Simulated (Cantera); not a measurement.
Feed: 1 mol Si(CH3)4, 1.7 mol HCl, 1500 mol H2, 1.1 mol C2H4, at 750 Torr.

These are equilibrium values from Cantera (NASA tables, ideal gas, pure condensed phases), not measurements of a reactor. Candidate condensed phases: C, C6H6, C7H8, C8H18, Si, SiC; 109 gas species. The numbers say what is thermodynamically allowed, not how fast it happens. All values below are at 1548 K.

Base state: H2 0.997, CH4 0.00204, HCl 0.00113, H 3.07e-5, C2H2 (acetylene) 1.56e-5 (mole fractions); condensed: C(graphite) + SiC(s).

Q: What changes in the equilibrium state with this change: Si(CH3)4 replaced by CH3SiCl3?

A: 
```json
[
 {"species": "H2", "before": "0.997", "after": "0.995"},
 {"species": "HCl", "before": "0.00113", "after": "0.00312"},
 {"species": "CH4", "before": "0.00204", "after": "0.00144"},
 {"species": "C2H2 (acetylene)", "before": "1.56e-5", "after": "7.87e-6"},
 {"species": "H", "before": "3.07e-5", "after": "3.07e-5"},
 {"species": "C(graphite), mol", "before": "2.07", "after": "0"},
 {"species": "SiC(s), mol", "before": "1.000", "after": "0.999"}
]
```
The feed counts by its element totals alone.
